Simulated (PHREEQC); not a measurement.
Phosphoric acid bath

Make-up at 25 °C: 1.1 mmol/kgw NaH2PO4 and 1.5 mmol/kgw H2SO4. Closed to the air; pH follows from the charge balance.

The numbers come from PHREEQC with the ion-association model, phreeqc.dat.

Each row changes one thing in this solution. No solid was allowed to form.

```json
[
 {"case": "as made", "pH": "2.63", "ionic strength (mol/kgw)": "0.00486", "H2PO4- (mol/kgw)": "0.000834", "H3PO4 (mol/kgw)": "0.000267", "HPO4-2 (mol/kgw)": "2.76e-8"},
 {"case": "temperature from 25 to 90 °C", "pH": "2.73", "ionic strength (mol/kgw)": "0.00392", "H2PO4- (mol/kgw)": "0.000745", "H3PO4 (mol/kgw)": "0.000355", "HPO4-2 (mol/kgw)": "4.24e-8"},
 {"case": "H2SO4 from 0.0015 to 0.015 mol/kgw", "pH": "1.73", "ionic strength (mol/kgw)": "0.0294", "H2PO4- (mol/kgw)": "0.000330", "H3PO4 (mol/kgw)": "0.000770", "HPO4-2 (mol/kgw)": "1.77e-9"},
 {"case": "0.00016 mol/kgw Ca(OH)2 added", "pH": "2.68", "ionic strength (mol/kgw)": "0.00502", "H2PO4- (mol/kgw)": "0.000855", "H3PO4 (mol/kgw)": "0.000243", "HPO4-2 (mol/kgw)": "3.19e-8"},
 {"case": "NaH2PO4 from 0.0011 to 0.0055 mol/kgw", "pH": "2.77", "ionic strength (mol/kgw)": "0.00862", "H2PO4- (mol/kgw)": "0.00449", "H3PO4 (mol/kgw)": "0.00101", "HPO4-2 (mol/kgw)": "2.21e-7"},
 {"case": "diluted 5-fold with water", "pH": "3.26", "ionic strength (mol/kgw)": "0.00108", "H2PO4- (mol/kgw)": "0.000204", "H3PO4 (mol/kgw)": "1.60e-5", "HPO4-2 (mol/kgw)": "2.57e-8"},
 {"case": "H2SO4 left out", "pH": "5.10", "ionic strength (mol/kgw)": "0.00112", "H2PO4- (mol/kgw)": "0.00109", "H3PO4 (mol/kgw)": "1.23e-6", "HPO4-2 (mol/kgw)": "9.48e-6"}
]
```

Species that the database lacks are ignored. Constants without temperature data keep their 25 °C values here.
